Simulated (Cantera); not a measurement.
A closed system holds: 1 mol SiH₂Cl₂, 44 mol N₂, at 28.5 Torr.

Equilibrium computed with Cantera from the NASA thermochemical tables; the gas is ideal and each condensed phase is pure. Candidate condensed phases: NH₄Cl, Si, Si₃N₄; 28 gas species. N₂ is the only nitrogen source here; it is nearly inert below about 1500 K, so the nitride shown seldom forms there in practice. The tables' values for SiCl₃ are old estimates; treat these amounts as uncertain. Rates play no part. All values below are at 877 °C.

Base state: N₂ 0.959, HCl 0.0334, H₂ 0.00540, SiCl₄ 0.00264, SiCl₃ 5.63e-5, SiCl₂ 1.31e-5 (mole fractions); condensed: Si₃N₄(s).

Q: What changes in the equilibrium state with this change: N₂ from 44 to 5.3 mol?

A: 
```json
[
 {"species": "N₂", "before": "0.959", "after": "0.724"},
 {"species": "HCl", "before": "0.0334", "after": "0.189"},
 {"species": "H₂", "before": "0.00540", "after": "0.0577"},
 {"species": "SiCl₄", "before": "0.00264", "after": "0.0285"},
 {"species": "SiHCl₃", "before": "8.69e-6", "after": "0.000177"},
 {"species": "SiCl₃", "before": "5.63e-5", "after": "0.000351"},
 {"species": "Si₃N₄(s), mol", "before": "0.292", "after": "0.270"}
]
```
